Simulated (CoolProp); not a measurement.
Vapour pressure (bar) of R1234ze(E): the reference equation beside estimates from Tc = 382.5 K, pc = 36.35 bar, ω = 0.313. Clausius-Clapeyron is anchored at 251.4 K with a constant enthalpy of vaporisation of 22.49 kJ/mol.

Values from CoolProp's reference Helmholtz-energy equation of state, Thol 2016.

```tsv
T (K)	reference	Lee-Kesler	Clausius-Clapeyron	van der Waals	Redlich-Kwong	Soave-Redlich-Kwong	Peng-Robinson
251.4	0.8964	0.8888	0.8964	5.241	1.823	0.8902	0.8962
259.1	1.249	1.244	1.234	6.148	2.393	1.244	1.247
266.8	1.703	1.702	1.668	7.154	3.083	1.701	1.698
274.5	2.275	2.281	2.217	8.262	3.907	2.279	2.267
282.2	2.985	2.999	2.901	9.475	4.877	2.999	2.975
289.9	3.854	3.877	3.742	10.80	6.006	3.881	3.842
297.7	4.918	4.951	4.778	12.25	7.325	4.963	4.905
305.4	6.172	6.214	6.008	13.81	8.813	6.242	6.162
```

Absolute difference from the reference over all 8 rows, mean and median: Lee-Kesler 0.5 and 0.5 %, Clausius-Clapeyron 2.1 and 2.6 %, van der Waals 266.3 and 240.3 %, Redlich-Kwong 69.8 and 67.6 %, Soave-Redlich-Kwong 0.6 and 0.6 %, Peng-Robinson 0.2 and 0.3 %.
